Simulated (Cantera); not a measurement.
Input (Python, Cantera) and output of one run.

```python
import numpy as np
import cantera as ct

gas_names = """
    H HI HO2 H2 H2O H2O2 I I2 O OH O2 O3
""".split()
cond_names = """
    H2O(s) H2O(L) I2(cr) I2(L)
""".split()


# ... load() reads the species with a 1 bar reference pressure and builds the phases ...
atoms = {
    'HI': {'H': 1, 'I': 1},
    'O2': {'O': 2},
    'H2': {'H': 2},
}
top_T = {}  # K; cautious upper limits of use, not melting points


# ... equilibrate(T, P, feed) seeds the gas with the atoms and calls Mixture.equilibrate('TP', solver="vcs", rtol=1e-11, max_steps=5000) ...
results = []
feed = {'HI': 1, 'O2': 0.05, 'H2': 0.11}  # mol
T = 2150  # K
P = 480000  # Pa
mix = equilibrate(T, P, feed)
results.append((T, P, feed, dict(zip(mix.species_names, mix.species_moles))))
x = sorted(zip(gas.X, gas.species_names), reverse=True)
print(f"T = {T:g} K  P = {P:g} Pa  gas = {mix.phase_moles(0):.4g} mol")
print("   x: " + "  ".join(f"{s} {v:.3e}" for v, s in x if v > 1e-05))
print("   condensed (mol): " + ("  ".join(f"{mix.phase(i).name} {mix.phase_moles(i):.4g}"
      for i in range(1, mix.n_phases) if mix.phase_moles(i) > 1e-12) or "none"))
```

Result:

```
T = 2150 K  P = 480000 Pa  gas = 1.439 mol
   x: I 4.558e-01  H2 2.494e-01  HI 2.093e-01  H2O 6.948e-02  I2 1.498e-02  H 9.613e-04  OH 3.459e-05
   condensed (mol): none
```

Cantera equilibrium calculation (NASA polynomials, part measured and part estimated; ideal gas, pure solids and liquids).
